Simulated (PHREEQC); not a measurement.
Synthetic water in mg/L, 25 °C, pH 5.94, pe 8:

```
constituent            mg/L
------------------  -------
Na                  0.00567
K                   0.00154
Ca                  0.00949
Mg                  0.00469
Cl                  0.00138
S(6) as SO4          0.0413
Alkalinity as HCO3    0.016
Ba                  9.5e-05
```

Valence states are taken as typed.

The numbers come from PHREEQC with the ion-association model, phreeqc.dat.

This is a speciation only: nothing precipitates in the calculation.

Question: What ionic strength, charge-balance error does the model give?

Answer: ionic strength 3.17e-6 mol/kgw; charge-balance error -0.3 %.

Question: In which forms is C present?

Answer: CO2 72 %, HCO3- 28 % of the C.
